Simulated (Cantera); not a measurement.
**Silicon oxide and oxynitride deposition: SiF4 + O3**

Input: 1 mol SiF4, 0.16 mol O3, equilibrated at 1148 K and 7.50 Torr.

Equilibrium computed with Cantera from the NASA thermochemical tables; the gas is ideal and each condensed phase is pure. Candidate condensed phases: Si, SiO2; 17 gas species. Kinetics and transport are ignored.

```
Item                                 Result
--------------------------------  ---------
x(SiF4)                               0.806
x(O2)                                 0.194
gas amount                        1.240 mol
log10 activity of Si(s) (absent)     -29.33
```
